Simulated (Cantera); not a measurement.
An adiabatic, constant-volume homogeneous reactor starts with CH4 : O2 : N2 = 1 : 2.86 : 11.1 (molar parts), at 1425 K and 2.20 bar. Integrator tolerance rtol = 1e-08.

Detailed kinetics in Cantera: GRI-Mech 3.0 (53 species, 325 reactions).

Q: What does this change do: constant pressure in place of constant volume?

A: 
```
quantity                                                              before                                      after
---------------------------------  -----------------------------------------  -----------------------------------------
time of steepest temperature rise                                    1.18 ms                                    1.24 ms
temperature at 0.200 s                                                2769 K                                     2581 K
equilibrium temperature                                               2769 K                                     2581 K
x(CH4) at 0.200 s                      <1e-12 (gas-phase equilibrium <1e-12)      <1e-12 (gas-phase equilibrium <1e-12)
x(O2) at 0.200 s                       0.0516 (gas-phase equilibrium 0.0516)      0.0524 (gas-phase equilibrium 0.0524)
x(NO2) at 0.200 s                    1.19e-5 (gas-phase equilibrium 1.19e-5)    7.70e-6 (gas-phase equilibrium 7.70e-6)
x(CH2O) at 0.200 s                 1.22e-10 (gas-phase equilibrium 1.22e-10)  2.62e-11 (gas-phase equilibrium 2.62e-11)
x(HCN) at 0.200 s                  3.14e-10 (gas-phase equilibrium 3.14e-10)  5.32e-11 (gas-phase equilibrium 5.32e-11)
x(CO2) at 0.200 s                      0.0512 (gas-phase equilibrium 0.0512)      0.0567 (gas-phase equilibrium 0.0567)
```
